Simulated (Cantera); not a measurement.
# Equilibrium for carbon deposition, reforming and gasification: toluene + NH₃ + H₂

A closed system holds: 1 mol toluene, 0.017 mol NH₃, 2.8 mol H₂, at 21.8 Torr.

Cantera equilibrium calculation (NASA polynomials, part measured and part estimated; ideal gas, pure solids and liquids). Candidate condensed phases: C, C₆H₆, C₇H₈, C₈H₁₈; 92 gas species. Equilibrium is a limit: real reactors are often held back by kinetics, nucleation or transport.

| T (K) | x H₂ | x H | x C₂H₂ (acetylene) | x C₂H | x C₃ | x HCN | x C | x C₄H₂ | n C(graphite) |
|---|---|---|---|---|---|---|---|---|---|
| 2575 | 0.804 | 0.182 | 0.0118 | 0.000225 | 5.32e-5 | 0.00139 | 1.56e-5 | 7.19e-5 | 6.80 |
| 2625 | 0.766 | 0.218 | 0.0137 | 0.000360 | 0.000109 | 0.00142 | 2.95e-5 | 0.000101 | 6.77 |
| 2675 | 0.723 | 0.258 | 0.0156 | 0.000563 | 0.000217 | 0.00143 | 5.43e-5 | 0.000139 | 6.72 |
| 2725 | 0.677 | 0.302 | 0.0175 | 0.000863 | 0.000421 | 0.00142 | 9.78e-5 | 0.000187 | 6.67 |
| 2775 | 0.628 | 0.348 | 0.0193 | 0.00129 | 0.000798 | 0.00140 | 0.000172 | 0.000246 | 6.61 |
| 2825 | 0.575 | 0.398 | 0.0209 | 0.00190 | 0.00148 | 0.00137 | 0.000298 | 0.000315 | 6.54 |
| 2875 | 0.521 | 0.448 | 0.0222 | 0.00272 | 0.00267 | 0.00132 | 0.000505 | 0.000394 | 6.45 |
x: gas mole fraction; n: condensed amount in mol.

From 2575 K to 2875 K the condensed part is C(graphite). The main C-bearing gas is C₂H₂ (acetylene) throughout. The share of C in condensed phases is highest at 2575 K (97.2 %) and lowest at 2875 K (92.1 %).
